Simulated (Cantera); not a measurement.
A perfectly stirred reactor is fed with 2.27 % CH₄, 97.7 % N₂, at 3.45 Torr; it is held at 1573 K, and followed from long to short residence time.

Model: GRI-Mech 3.0 (53 species, 325 reactions), integrated in Cantera. GRI-Mech 3.0 stops at C3 and has no aromatics, soot or wall deposition, so with more carbon than oxygen in the feed, carbon stays in small species such as C2H2 where larger ones or solid carbon would form. Radical loss at walls, strong at low pressure, is not modelled.

Problem. Predict: x(CH₄) at τ = 9.40 s; x(C₂H₆) at τ = 9.40 s; x(C₂H) at τ = 9.40 s; x(C₂H₄) at τ = 9.40 s; x(CH₃) at τ = 9.40 s; x(CH₄) at τ = 63.0 ms; x(C₂H₆) at τ = 63.0 ms; x(C₂H₄) at τ = 63.0 ms; x(CH₃) at τ = 63.0 ms.

Solution. 
| Property | Result |
|---|---|
| x(CH₄) at τ = 9.40 s | 0.0102 |
| x(C₂H₆) at τ = 9.40 s | 1.01e-6 |
| x(C₂H) at τ = 9.40 s | 1.66e-8 |
| x(C₂H₄) at τ = 9.40 s | 0.000196 |
| x(CH₃) at τ = 9.40 s | 0.000190 |
| x(CH₄) at τ = 63.0 ms | 0.0227 |
| x(C₂H₆) at τ = 63.0 ms | 7.61e-9 |
| x(C₂H₄) at τ = 63.0 ms | 3.12e-7 |
| x(CH₃) at τ = 63.0 ms | 1.77e-5 |
